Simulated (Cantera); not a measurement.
An isothermal, constant-pressure homogeneous reactor starts with CO : O₂ : H₂O : N₂ = 0.012 : 0.079 : 0.066 : 1 (molar parts), at 975 K and 825 Torr.

Cantera simulation using GRI-Mech 3.0 (53 species, 325 reactions); the numbers are that mechanism's predictions, not measurements.

Problem. Predict: x(CO) at 2.00 s; x(O₂) at 2.00 s; x(H₂O) at 2.00 s; x(O) at 2.00 s; x(CO₂) at 2.00 s.

Solution. 
```json
{
 "x(CO) at 2.00 s": "0.00301 (gas-phase equilibrium 1.01e-12)",
 "x(O₂) at 2.00 s": "0.0648 (gas-phase equilibrium 0.0634)",
 "x(H₂O) at 2.00 s": "0.0572 (gas-phase equilibrium 0.0573)",
 "x(O) at 2.00 s": "1.25e-7 (gas-phase equilibrium 1.74e-11)",
 "x(CO₂) at 2.00 s": "0.00740 (gas-phase equilibrium 0.0104)"
}
```
